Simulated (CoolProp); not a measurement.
Properties of n-hexane along the isotherm 426.9 K (Tc = 507.8 K, pc = 30.44 bar, ω = 0.300).

The numbers come from the reference Helmholtz-energy equation of state, Thol 2019 in CoolProp.

```tsv
p (bar)	phase	Z	conductivity (mW/(m K))
5.71	gas	(withheld)	26.4
11.4	liquid	(withheld)	(withheld)
17.1	liquid	(withheld)	89.8
22.8	liquid	0.1060	(withheld)
28.5	liquid	(withheld)	90.8
34.2	liquid	0.1576	(withheld)
40	liquid	0.1836	91.8
45.7	liquid	0.2089	92.3
```

Problem. What belongs in the gaps?

Solution. 
- 5.71, Z: 0.8651
- 11.4, Z: 0.05354
- 11.4, conductivity (mW/(m K)): 89.2
- 17.1, Z: 0.07990
- 22.8, conductivity (mW/(m K)): 90.3
- 28.5, Z: 0.1319
- 34.2, conductivity (mW/(m K)): 91.3

Thermal conductivity comes from a separate model (Assael 2013).
